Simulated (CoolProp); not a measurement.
Vapour-liquid equilibrium of ammonia (1) + benzene (2) at 358.8 K; x and y are mole fractions of (1).

The numbers come from the multi-fluid Helmholtz-energy mixture model, Gao 2020 and Thol 2012; pair parameters Bell 2016 in CoolProp.

```tsv
x	bubble pressure (kPa)	y at the bubble point	dew pressure at overall composition x (kPa)	liquid density (mol/L)
0.05	489.4	0.747	126.5	…
0.125	1025	0.875	137.6	11.33
0.2	1509	0.913	150.9	12.00
0.275	1924	0.931	166.9	12.73
0.35	2267	0.940	186.6	13.54
0.425	…	0.947	211.5	14.45
0.5	2785	0.952	243.8	15.46
0.575	2997	0.956	…	…
0.65	3206	0.961	350.6	…
0.725	3433	0.966	448.7	19.50
0.8	3695	0.972	…	21.36
0.875	4009	…	1021	23.64
0.95	4386	0.991	…	26.54
```

**Question.** Complete the blanks.

**Answer.** 
- 0.05, liquid density (mol/L): 10.71
- 0.425, bubble pressure (kPa): 2548
- 0.575, dew pressure at overall composition x (kPa): 287.7
- 0.575, liquid density (mol/L): 16.62
- 0.65, liquid density (mol/L): 17.94
- 0.8, dew pressure at overall composition x (kPa): 623.3
- 0.875, y at the bubble point: 0.980
- 0.95, dew pressure at overall composition x (kPa): 2688

No azeotrope shows between x = 0.05 and 0.95.

The pair parameters rest on a limited set of measurements; away from them the model extrapolates. The gap from Raoult's law changes sign with composition, which may be real or a fault of the pair parameters; it wasn't checked against measurements.
